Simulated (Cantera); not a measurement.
Ignition delay

Mixture: CO : H2 : CH4 : O2 : N2 = 0.3 : 0.032 : 1.5 : 3.52 : 13.2 (molar parts), at 0.987 atm, adiabatic and at constant volume. Ignition delay is the time to a rise of 400 K.

Computed with Cantera and GRI-Mech 3.0 (53 species, 325 reactions).

```json
[
 {"T0 (K)": "1098", "delay (ms)": "155"},
 {"T0 (K)": "1173", "delay (ms)": "51.4"},
 {"T0 (K)": "1248", "delay (ms)": "18.1"},
 {"T0 (K)": "1323", "delay (ms)": "6.85"},
 {"T0 (K)": "1398", "delay (ms)": "2.81"},
 {"T0 (K)": "1473", "delay (ms)": "1.26"},
 {"T0 (K)": "1548", "delay (ms)": "0.620"},
 {"T0 (K)": "1623", "delay (ms)": "0.333"},
 {"T0 (K)": "1698", "delay (ms)": "0.192"}
]
```

The apparent activation energy between 1548 and 1698 K comes out as 170 kJ/mol.
